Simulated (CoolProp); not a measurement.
Vapour pressure (MPa) of R365MFC: the reference equation beside estimates from Tc = 460.0 K, pc = 3.266 MPa, ω = 0.377. Clausius-Clapeyron is anchored at 283.9 K with a constant enthalpy of vaporisation of 29.86 kJ/mol.

Values from CoolProp's reference Helmholtz-energy equation of state, Lemmon 2016.

```
T (K)  reference  Clausius-Clapeyron  Soave-Redlich-Kwong
-----  ---------  ------------------  -------------------
265.5    0.01242             0.01282              0.01196
269.2    0.01509             0.01544              0.01457
272.9    0.01822             0.01850              0.01764
276.5    0.02175             0.02195              0.02112
280.2    0.02596             0.02606              0.02527
283.9    0.03080             0.03080              0.03007
287.5    0.03619             0.03608              0.03542
291.2    0.04251             0.04229              0.04171
294.9    0.04968             0.04936              0.04887
298.6    0.05781             0.05740              0.05699
302.2    0.06670             0.06625              0.06591
305.9    0.07694             0.07649              0.07620
309.6    0.08840             0.08800              0.08774
313.2     0.1008              0.1006               0.1003
```

Absolute difference from the reference over all 14 rows, mean and median: Clausius-Clapeyron 0.9 and 0.6 %, Soave-Redlich-Kwong 2.1 and 2.0 %.
